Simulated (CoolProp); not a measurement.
Properties of cyclohexane along the isotherm 161.45 °C (Tc = 280.5 °C, pc = 4081 kPa, ω = 0.209).

The numbers come from the reference Helmholtz-energy equation of state, Zhou 2014 in CoolProp.

```csv
p (kPa),phase,density (kg/m³),cp (kJ/(kg K)),expansivity (1/kK),fugacity coefficient
1570,liquid,632.4,2.569,1.982,0.3978
3140,liquid,636.8,2.552,1.885,0.2107
4710,liquid,640.9,2.538,1.802,0.1487
6280,liquid,644.8,2.525,1.730,0.1181
7850,liquid,648.5,2.514,1.666,0.09997
9420,liquid,651.9,2.504,1.609,0.08812
11000,liquid,655.2,2.496,1.557,0.07984
12600,liquid,658.5,2.488,1.510,0.07377
14100,liquid,661.3,2.481,1.470,0.06950
15700,liquid,664.3,2.474,1.430,0.06603
17300,liquid,667.1,2.468,1.394,0.06337
18800,liquid,669.7,2.463,1.362,0.06145
20400,liquid,672.4,2.458,1.331,0.05986
```
